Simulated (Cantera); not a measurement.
## Hydrocarbon pyrolysis for carbon deposition

A perfectly stirred reactor is fed with 10.8 % CH₄, 89.2 % H₂, at 10.00 Torr; it is held at 1573 K, and followed from long to short residence time.

Model: GRI-Mech 3.0 (53 species, 325 reactions), integrated in Cantera. GRI-Mech 3.0 stops at C3 and has no aromatics, soot or wall deposition, so with more carbon than oxygen in the feed, carbon stays in small species such as C2H2 where larger ones or solid carbon would form. Radical loss at walls, strong at low pressure, is not modelled.

```json
[
 {"τ (s)": "1.5", "x CH₄": "0.0810", "x H₂": "0.907", "x CH₂": "7.77e-8", "x C₂H₂": "0.0115", "x C₂H": "8.14e-9", "x H": "0.000222", "x C₂H₄": "0.000270"},
 {"τ (s)": "0.68", "x CH₄": "0.0932", "x H₂": "0.900", "x CH₂": "7.91e-8", "x C₂H₂": "0.00597", "x C₂H": "3.98e-9", "x H": "0.000208", "x C₂H₄": "0.000311"},
 {"τ (s)": "0.32", "x CH₄": "0.101", "x H₂": "0.896", "x CH₂": "7.31e-8", "x C₂H₂": "0.00263", "x C₂H": "1.62e-9", "x H": "0.000191", "x C₂H₄": "0.000306"},
 {"τ (s)": "0.15", "x CH₄": "0.105", "x H₂": "0.894", "x CH₂": "5.74e-8", "x C₂H₂": "0.000861", "x C₂H": "4.58e-10", "x H": "0.000164", "x C₂H₄": "0.000241"},
 {"τ (s)": "0.068", "x CH₄": "0.107", "x H₂": "0.893", "x CH₂": "3.12e-8", "x C₂H₂": "0.000146", "x C₂H": "5.57e-11", "x H": "0.000118", "x C₂H₄": "0.000117"},
 {"τ (s)": "0.032", "x CH₄": "0.107", "x H₂": "0.892", "x CH₂": "1.05e-8", "x C₂H₂": "1.08e-5", "x C₂H": "2.33e-12", "x H": "6.69e-5", "x C₂H₄": "2.78e-5"},
 {"τ (s)": "0.015", "x CH₄": "0.107", "x H₂": "0.892", "x CH₂": "2.56e-9", "x C₂H₂": "4.39e-7", "x C₂H": "<1e-12", "x H": "3.26e-5", "x C₂H₄": "3.68e-6"},
 {"τ (s)": "0.0069", "x CH₄": "0.107", "x H₂": "0.892", "x CH₂": "5.56e-10", "x C₂H₂": "1.53e-8", "x C₂H": "<1e-12", "x H": "1.52e-5", "x C₂H₄": "3.78e-7"},
 {"τ (s)": "0.0032", "x CH₄": "0.108", "x H₂": "0.892", "x CH₂": "1.20e-10", "x C₂H₂": "5.94e-10", "x C₂H": "<1e-12", "x H": "7.06e-6", "x C₂H₄": "3.81e-8"},
 {"τ (s)": "0.0015", "x CH₄": "0.108", "x H₂": "0.892", "x CH₂": "2.61e-11", "x C₂H₂": "2.58e-11", "x C₂H": "<1e-12", "x H": "3.33e-6", "x C₂H₄": "3.89e-9"},
 {"τ (s)": "0.00069", "x CH₄": "0.108", "x H₂": "0.892", "x CH₂": "5.35e-12", "x C₂H₂": "1.07e-12", "x C₂H": "<1e-12", "x H": "1.55e-6", "x C₂H₄": "3.68e-10"}
]
```
x: mole fraction; the columns are a selection and need not sum to one.
